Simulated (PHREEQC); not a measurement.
**Polishing slurry liquid: an equilibrium model**

Consider water at 25 °C with 0.075 mol/kgw H2SO4 and 0.0011 mol/kgw KH2PO4. Closed to the air; pH follows from the charge balance.

Model: ion-association model, wateq4f.dat, run in PHREEQC.

| Quantity | Value |
|---|---|
| pH | 1.13 |
| ionic strength | 0.109 mol/kgw |
| total alkalinity | -150 meq/kg |

| species | molality | activity | log γ |
|---|---|---|---|
| H+ | 0.0910 | 0.0748 | -0.085 |
| HSO4- | 0.0580 | 0.0447 | -0.113 |
| SO4-2 | 0.0170 | 0.00614 | -0.441 |
| K+ | 0.00106 | 0.000800 | -0.120 |
| H3PO4 | 0.000983 | 0.00101 | 0.011 |
| H2PO4- | 0.000117 | 9.15e-5 | -0.106 |
| KSO4- | 4.41e-5 | 3.45e-5 | -0.106 |

This is a speciation only: nothing precipitates in the calculation. H3PO4, which wateq4f.dat lacks, is added to it with the constant of phreeqc.dat.
